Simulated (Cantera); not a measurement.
An adiabatic, constant-pressure homogeneous reactor starts with 13.6 % CH₄, 18.1 % O₂, 68.3 % N₂, at 1450 K and 17.0 bar.

Computed with Cantera and GRI-Mech 3.0 (53 species, 325 reactions). The pressure lies above the range GRI-Mech 3.0 was tuned for (to about 10 atm).

x: mole fraction; the columns are a selection and need not sum to one.

| t (s) | T (K) | x CH₄ | x O₂ | x C₂H₄ | x CH₂O | x H | x HO₂ |
|---|---|---|---|---|---|---|---|
| 6.00e-6 | 1450 | 0.136 | 0.181 | 1.16e-8 | 2.83e-6 | [?] | 3.93e-6 |
| 1.23e-5 | 1450 | 0.136 | 0.181 | 1.89e-7 | 1.71e-5 | [?] | 5.37e-6 |
| 2.54e-5 | 1450 | 0.136 | 0.181 | 2.02e-6 | 8.33e-5 | [?] | 6.70e-6 |
| 5.22e-5 | 1452 | 0.136 | 0.181 | 1.14e-5 | 0.000284 | [?] | 1.10e-5 |
| 0.000107 | 1460 | 0.134 | 0.180 | 7.23e-5 | 0.000906 | [?] | 2.54e-5 |
| 0.000221 | 1759 | 0.0812 | 0.133 | 0.00530 | 0.00450 | [?] | 0.000298 |
| 0.000455 | 2795 | 6.82e-11 | 0.000146 | <1e-12 | 4.68e-8 | 0.00532 | 3.22e-7 |
| 0.000935 | 2794 | 6.92e-11 | 0.000144 | <1e-12 | 4.69e-8 | 0.00530 | 3.18e-7 |
| 0.00192 | 2793 | 6.92e-11 | 0.000144 | <1e-12 | 4.69e-8 | 0.00530 | 3.18e-7 |
| 0.00396 | 2793 | 6.92e-11 | 0.000144 | <1e-12 | 4.69e-8 | 0.00530 | 3.18e-7 |
| 0.00814 | 2793 | 6.92e-11 | 0.000144 | <1e-12 | 4.69e-8 | 0.00530 | 3.18e-7 |
| 0.0168 | 2793 | 6.92e-11 | 0.000144 | <1e-12 | 4.69e-8 | 0.00530 | 3.18e-7 |
| 0.0345 | 2793 | 6.92e-11 | 0.000144 | <1e-12 | 4.69e-8 | 0.00530 | 3.18e-7 |
| 0.0709 | 2793 | 6.92e-11 | 0.000144 | <1e-12 | 4.69e-8 | 0.00530 | 3.18e-7 |
| 0.146 | 2793 | 6.92e-11 | 0.000144 | <1e-12 | 4.69e-8 | 0.00530 | 3.18e-7 |
| 0.300 | 2793 | 6.92e-11 | 0.000144 | <1e-12 | 4.69e-8 | 0.00530 | 3.18e-7 |

Problem. Some entries are withheld; supply them.

Solution. 
- 6.00e-6, x H: 9.05e-9
- 1.23e-5, x H: 2.32e-8
- 2.54e-5, x H: 4.78e-8
- 5.22e-5, x H: 8.80e-8
- 0.000107, x H: 2.60e-7
- 0.000221, x H: 5.71e-5
